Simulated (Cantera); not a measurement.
A closed system holds: 1 mol Al, 0.32 mol Cl2, 1.8 mol N2, equilibrated at 1.00 bar.

These are equilibrium values from Cantera (NASA tables, ideal gas, pure condensed phases), not measurements of a reactor. Candidate condensed phases: Al, AlCl3, AlN; 11 gas species. Kinetics and transport are ignored.

**Question.** At 752 °C, list the 3 most abundant gas species with their mole fractions, and the condensed phases.

**Answer.** N2 0.869, AlCl3 0.129, Al2Cl6 0.00119. Condensed: AlN(s).
